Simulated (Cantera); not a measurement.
A closed system holds: 1 mol Fe, 0.78 mol CO, 21 mol N2, equilibrated at 1975 K.

Cantera equilibrium calculation (NASA polynomials, part measured and part estimated; ideal gas, pure solids and liquids). Candidate condensed phases: C, Fe, Fe(CO)5, FeO, Fe2O3, Fe3O4; 27 gas species. Rates play no part.

### Question
At 0.00120 bar, list the 3 most abundant gas species with their mole fractions, and the condensed phases.

### Answer
N2 0.922, Fe 0.0439, CO 0.0342. Condensed: gas only.
